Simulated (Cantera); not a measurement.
An adiabatic, constant-volume homogeneous reactor starts with CH3OH : O2 : N2 = 1 : 1 : 3.76 (molar parts), equivalence ratio 1.5, at 1025 K and 3750 Torr. Integrator tolerance rtol = 1e-08.

Model: GRI-Mech 3.0 (53 species, 325 reactions), integrated in Cantera. GRI-Mech 3.0 was tuned for natural gas; its chemistry of methanol as a main component is partial and can be far from experiment.

Problem. What does this change do: initial temperature 1025 to 1550 K?

Solution. 
```tsv
quantity	before	after
time of steepest temperature rise	71.1 ms	27.2 µs
temperature at 6.00 s	2812 K	3054 K
equilibrium temperature	2812 K	3054 K
x(CH3OH) at 6.00 s	<1e-12 (gas-phase equilibrium <1e-12)	<1e-12 (gas-phase equilibrium <1e-12)
x(O2) at 6.00 s	0.000533 (gas-phase equilibrium 0.000533)	0.00303 (gas-phase equilibrium 0.00303)
x(CH2) at 6.00 s	4.98e-12 (gas-phase equilibrium 5.39e-12)	1.12e-11 (gas-phase equilibrium 1.19e-11)
x(HCN) at 6.00 s	1.37e-7 (gas-phase equilibrium 1.37e-7)	1.24e-7 (gas-phase equilibrium 1.24e-7)
x(C2H6) at 6.00 s	<1e-12 (gas-phase equilibrium <1e-12)	<1e-12 (gas-phase equilibrium <1e-12)
x(CH3) at 6.00 s	2.99e-11 (gas-phase equilibrium 3.42e-11)	2.47e-11 (gas-phase equilibrium 2.91e-11)
x(C2H2) at 6.00 s	<1e-12 (gas-phase equilibrium <1e-12)	<1e-12 (gas-phase equilibrium <1e-12)
```
Above 3000 K some thermodynamic fits are extrapolated.

Problem. What does this change do: CH3OH 1 to 0.49 parts?

Solution. 
| quantity | before | after |
|---|---|---|
| time of steepest temperature rise | 71.1 ms | 82.5 ms |
| temperature at 6.00 s | 2812 K | 2694 K |
| equilibrium temperature | 2812 K | 2694 K |
| x(CH3OH) at 6.00 s | <1e-12 (gas-phase equilibrium <1e-12) | <1e-12 (gas-phase equilibrium <1e-12) |
| x(O2) at 6.00 s | 0.000533 (gas-phase equilibrium 0.000533) | 0.0437 (gas-phase equilibrium 0.0437) |
| x(CH2) at 6.00 s | 4.98e-12 (gas-phase equilibrium 5.39e-12) | <1e-12 (gas-phase equilibrium <1e-12) |
| x(HCN) at 6.00 s | 1.37e-7 (gas-phase equilibrium 1.37e-7) | 2.31e-10 (gas-phase equilibrium 2.31e-10) |
| x(C2H6) at 6.00 s | <1e-12 (gas-phase equilibrium <1e-12) | <1e-12 (gas-phase equilibrium <1e-12) |
| x(CH3) at 6.00 s | 2.99e-11 (gas-phase equilibrium 3.42e-11) | <1e-12 (gas-phase equilibrium <1e-12) |
| x(C2H2) at 6.00 s | <1e-12 (gas-phase equilibrium <1e-12) | <1e-12 (gas-phase equilibrium <1e-12) |

Problem. What does this change do: initial temperature 1025 to 1100 K?

Solution. 
| quantity | before | after |
|---|---|---|
| time of steepest temperature rise | 71.1 ms | 14.0 ms |
| temperature at 6.00 s | 2812 K | 2853 K |
| equilibrium temperature | 2812 K | 2853 K |
| x(CH3OH) at 6.00 s | <1e-12 (gas-phase equilibrium <1e-12) | <1e-12 (gas-phase equilibrium <1e-12) |
| x(O2) at 6.00 s | 0.000533 (gas-phase equilibrium 0.000533) | 0.000745 (gas-phase equilibrium 0.000745) |
| x(CH2) at 6.00 s | 4.98e-12 (gas-phase equilibrium 5.39e-12) | 5.61e-12 (gas-phase equilibrium 6.06e-12) |
| x(HCN) at 6.00 s | 1.37e-7 (gas-phase equilibrium 1.37e-7) | 1.32e-7 (gas-phase equilibrium 1.32e-7) |
| x(C2H6) at 6.00 s | <1e-12 (gas-phase equilibrium <1e-12) | <1e-12 (gas-phase equilibrium <1e-12) |
| x(CH3) at 6.00 s | 2.99e-11 (gas-phase equilibrium 3.42e-11) | 2.81e-11 (gas-phase equilibrium 3.24e-11) |
| x(C2H2) at 6.00 s | <1e-12 (gas-phase equilibrium <1e-12) | <1e-12 (gas-phase equilibrium <1e-12) |
